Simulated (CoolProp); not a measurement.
C3F8 (R218) along the isotherm 290.2 K: density (kg/m³) from the reference equation and from simpler models built on Tc = 345.0 K, pc = 26.40 bar, ω = 0.317; each cubic takes its own stable root.

Values from CoolProp's reference Helmholtz-energy equation of state, Lemmon 2006. It is a short technical equation, of lower accuracy than the large ones.

| p (bar) | phase | reference | van der Waals | Redlich-Kwong | Soave-Redlich-Kwong |
|---|---|---|---|---|---|
| 0.209 | gas | 1.636 | 1.634 | 1.636 | 1.636 |
| 0.325 | gas | 2.551 | 2.547 | 2.550 | 2.552 |
| 0.506 | gas | 3.989 | 3.977 | 3.986 | 3.989 |
| 0.788 | gas | 6.254 | 6.225 | 6.245 | 6.254 |
| 1.23 | gas | 9.868 | 9.793 | 9.845 | 9.867 |
| 1.91 | gas | 15.59 | 15.40 | 15.53 | 15.59 |
| 2.97 | gas | 24.97 | 24.43 | 24.77 | 24.93 |
| 4.63 | gas | 41.00 | 39.43 | 40.36 | 40.82 |
| 7.21 | liquid | 1369 | 65.31 | 68.16 | 1252 |
| 11.2 | liquid | 1374 | 115.4 | 1183 | 1262 |
| 17.5 | liquid | 1383 | 864.7 | 1205 | 1277 |
| 27.2 | liquid | 1394 | 895.7 | 1233 | 1298 |
| 42.4 | liquid | 1411 | 931.0 | 1270 | 1327 |
| 66 | liquid | 1433 | 970.1 | 1316 | 1364 |

At some of these states van der Waals, Redlich-Kwong gives the other phase, because its saturation line lies elsewhere.
